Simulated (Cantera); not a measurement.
A Cantera script and what it prints.

```python
import numpy as np
import cantera as ct

gas_names = """
    CL CL2 H HCL H2 Si SiCL SiCL2 SiCL3 SiCL4 SiH SiHCL3 SiH2 SiH2CL2 SiH3 SiH3CL SiH4 Si2 Si3
""".split()
cond_names = """
    Si(cr) Si(L)
""".split()


# ... load() reads the species with a 1 bar reference pressure and builds the phases ...
atoms = {
    'SiCl4': {'Si': 1, 'CL': 4},
    'HCl': {'H': 1, 'CL': 1},
    'H2': {'H': 2},
}
top_T = {}  # K; cautious upper limits of use, not melting points


# ... equilibrate(T, P, feed) seeds the gas with the atoms and calls Mixture.equilibrate('TP', solver="vcs", rtol=1e-11, max_steps=5000) ...
results = []
feed = {'SiCl4': 1, 'HCl': 1.2, 'H2': 11}  # mol
P = 560000  # Pa
for T in [748, 848, 948, 1048, 1148, 1248, 1348, 1448]:
    mix = equilibrate(T, P, feed)
    results.append((T, P, feed, dict(zip(mix.species_names, mix.species_moles))))
    x = sorted(zip(gas.X, gas.species_names), reverse=True)
    print(f"T = {T:g} K  P = {P:g} Pa  gas = {mix.phase_moles(0):.4g} mol")
    print("   x: " + "  ".join(f"{s} {v:.3e}" for v, s in x if v > 0.0001))
    print("   condensed (mol): " + ("  ".join(f"{mix.phase(i).name} {mix.phase_moles(i):.4g}"
          for i in range(1, mix.n_phases) if mix.phase_moles(i) > 1e-12) or "none"))
```

Result:

```
T = 748 K  P = 560000 Pa  gas = 13.2 mol
   x: H2 8.330e-01  HCL 9.121e-02  SiCL4 7.545e-02  SiHCL3 3.028e-04
   condensed (mol): none
T = 848 K  P = 560000 Pa  gas = 13.2 mol
   x: H2 8.322e-01  HCL 9.201e-02  SiCL4 7.466e-02  SiHCL3 1.095e-03
   condensed (mol): none
T = 948 K  P = 560000 Pa  gas = 13.2 mol
   x: H2 8.304e-01  HCL 9.385e-02  SiCL4 7.283e-02  SiHCL3 2.902e-03
   condensed (mol): none
T = 1048 K  P = 560000 Pa  gas = 13.2 mol
   x: H2 8.271e-01  HCL 9.717e-02  SiCL4 6.955e-02  SiHCL3 6.055e-03
   condensed (mol): none
T = 1148 K  P = 560000 Pa  gas = 13.2 mol
   x: H2 8.220e-01  HCL 1.022e-01  SiCL4 6.463e-02  SiHCL3 1.042e-02  SiCL3 4.417e-04  SiH2CL2 2.106e-04
   condensed (mol): none
T = 1248 K  P = 560000 Pa  gas = 13.21 mol
   x: H2 8.150e-01  HCL 1.093e-01  SiCL4 5.801e-02  SiHCL3 1.523e-02  SiCL3 1.580e-03  SiH2CL2 5.432e-04  SiCL2 3.105e-04
   condensed (mol): none
T = 1348 K  P = 560000 Pa  gas = 13.25 mol
   x: H2 8.051e-01  HCL 1.194e-01  SiCL4 4.946e-02  SiHCL3 1.893e-02  SiCL3 4.207e-03  SiCL2 1.797e-03  SiH2CL2 1.055e-03
   condensed (mol): none
T = 1448 K  P = 560000 Pa  gas = 13.34 mol
   x: H2 7.908e-01  HCL 1.343e-01  SiCL4 3.880e-02  SiHCL3 1.954e-02  SiCL3 8.382e-03  SiCL2 6.654e-03  SiH2CL2 1.522e-03
   condensed (mol): none
```

Cantera equilibrium calculation (NASA polynomials, part measured and part estimated; ideal gas, pure solids and liquids). The tables' values for SiCl3 are old estimates; treat these amounts as uncertain.
